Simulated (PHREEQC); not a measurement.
# Spent oxide etchant (model solution)

Make-up at 25 °C: 0.3 mol/kgw NH4HF2, 0.036 mol/kgw H2SiF6, 2.8e-05 mol/kgw H3AsO4 and 0.0014 mol/kgw H2SO4. Closed to the air; pH follows from the charge balance.

Model: ion-association model, wateq4f.dat, run in PHREEQC.

- pH: 2.92
- ionic strength: 0.338 mol/kgw
- activity of water: 0.987
- total alkalinity: -519 meq/kg

```
species  molality  activity   log γ
-------  --------  --------  ------
NH4+        0.299     0.219  -0.136
HF          0.153     0.166   0.034
F-          0.139    0.0921  -0.178
HF2-       0.0881    0.0585  -0.178
H2F2       0.0660    0.0714   0.034
SiF6-2     0.0360   0.00891  -0.607
H+        0.00154   0.00120  -0.109
SO4-2    0.000700  0.000168  -0.620
NH4SO4-  0.000672  0.000474  -0.152
```

This is a speciation only: nothing precipitates in the calculation. wateq4f.dat counts part of the HF as a dimer, H2F2, which phreeqc.dat doesn't know; its constant is uncertain. SiF6-2 is the database's only silicon fluoride.
